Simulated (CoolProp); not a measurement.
Computed with CoolProp (reference Helmholtz-energy equation of state, Outcalt 1996). It is a modified Benedict-Webb-Rubin equation, recast in Helmholtz form.

### Question
For R152A, give the phase and the speed of sound (m/s), Prandtl number at 226.85 °C and 251 kPa.

### Answer
- 226.85 °C and 251 kPa: gas; speed of sound 261, Prandtl number 0.798

Viscosity comes from a separate model (Bell 2016), an estimate that may be off by 10 % or more. Thermal conductivity comes from a separate model (Krauss 1996).
